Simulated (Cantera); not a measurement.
**Transport properties of process gases**

Gas mixture: 100 % O₂, at 1130 Torr, frozen composition.

Cantera's kinetic-theory transport with the Lennard-Jones parameters of GRI-Mech 3.0, ideal gas; thermal conductivity in the mixture-averaged form.

```json
[
 {"T (K)": "400", "ρ (kg/m³)": "1.44", "cp (J/kg/K)": "941.4", "μ (µPa s)": "25.6", "λ (mW/m/K)": "33.9", "Pr": "0.713", "D (cm²/s) H₂": "0.890", "D (cm²/s) C₂H₂": "0.189", "D (cm²/s) CO₂": "0.178"},
 {"T (K)": "500", "ρ (kg/m³)": "1.15", "cp (J/kg/K)": "971.4", "μ (µPa s)": "30.0", "λ (mW/m/K)": "41.1", "Pr": "0.709", "D (cm²/s) H₂": "1.29", "D (cm²/s) C₂H₂": "0.281", "D (cm²/s) CO₂": "0.265"},
 {"T (K)": "600", "ρ (kg/m³)": "0.962", "cp (J/kg/K)": "1003", "μ (µPa s)": "34.1", "λ (mW/m/K)": "48.2", "Pr": "0.709", "D (cm²/s) H₂": "1.76", "D (cm²/s) C₂H₂": "0.386", "D (cm²/s) CO₂": "0.365"},
 {"T (K)": "700", "ρ (kg/m³)": "0.825", "cp (J/kg/K)": "1031", "μ (µPa s)": "37.8", "λ (mW/m/K)": "55.0", "Pr": "0.709", "D (cm²/s) H₂": "2.27", "D (cm²/s) C₂H₂": "0.503", "D (cm²/s) CO₂": "0.477"},
 {"T (K)": "800", "ρ (kg/m³)": "0.722", "cp (J/kg/K)": "1055", "μ (µPa s)": "41.4", "λ (mW/m/K)": "61.4", "Pr": "0.710", "D (cm²/s) H₂": "2.84", "D (cm²/s) C₂H₂": "0.631", "D (cm²/s) CO₂": "0.599"},
 {"T (K)": "900", "ρ (kg/m³)": "0.641", "cp (J/kg/K)": "1074", "μ (µPa s)": "44.7", "λ (mW/m/K)": "67.6", "Pr": "0.710", "D (cm²/s) H₂": "3.45", "D (cm²/s) C₂H₂": "0.771", "D (cm²/s) CO₂": "0.732"},
 {"T (K)": "1000", "ρ (kg/m³)": "0.577", "cp (J/kg/K)": "1090", "μ (µPa s)": "47.9", "λ (mW/m/K)": "73.6", "Pr": "0.710", "D (cm²/s) H₂": "4.11", "D (cm²/s) C₂H₂": "0.921", "D (cm²/s) CO₂": "0.875"},
 {"T (K)": "1100", "ρ (kg/m³)": "0.525", "cp (J/kg/K)": "1103", "μ (µPa s)": "51.0", "λ (mW/m/K)": "79.4", "Pr": "0.709", "D (cm²/s) H₂": "4.81", "D (cm²/s) C₂H₂": "1.08", "D (cm²/s) CO₂": "1.03"},
 {"T (K)": "1200", "ρ (kg/m³)": "0.481", "cp (J/kg/K)": "1114", "μ (µPa s)": "54.0", "λ (mW/m/K)": "84.9", "Pr": "0.708", "D (cm²/s) H₂": "5.56", "D (cm²/s) C₂H₂": "1.25", "D (cm²/s) CO₂": "1.19"}
]
```
D: mixture-averaged diffusion coefficient of that species in the mixture.
